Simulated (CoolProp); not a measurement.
R1234yf along the isotherm 86.25 °C: Z from the reference equation and from simpler models built on Tc = 94.7 °C, pc = 3384 kPa, ω = 0.276; each cubic takes its own stable root.

The numbers come from the reference Helmholtz-energy equation of state, Lemmon 2022 in CoolProp.

```csv
p (kPa),phase,reference
16.1,gas,0.9982
27.1,gas,0.9969
45.7,gas,0.9948
77.2,gas,0.9912
130,gas,0.9852
220,gas,0.9748
371,gas,0.9569
626,gas,0.9257
1060,gas,0.8688
1780,gas,0.7594
3010,liquid,0.1504
5080,liquid,0.2257
```

Question: How far does each simpler model (Redlich-Kwong, Soave-Redlich-Kwong, Peng-Robinson) lie from the reference over these 12 states: mean and median of the absolute difference, and the worst?

Answer: 
- Redlich-Kwong: mean 5.2 %, median 0.2 %, worst +36.9 % at 86.25 °C and 3010 kPa
- Soave-Redlich-Kwong: mean 4.3 %, median 0.1 %, worst +29.4 % at 86.25 °C and 3010 kPa
- Peng-Robinson: mean 2.2 %, median 0.2 %, worst +15.8 % at 86.25 °C and 3010 kPa
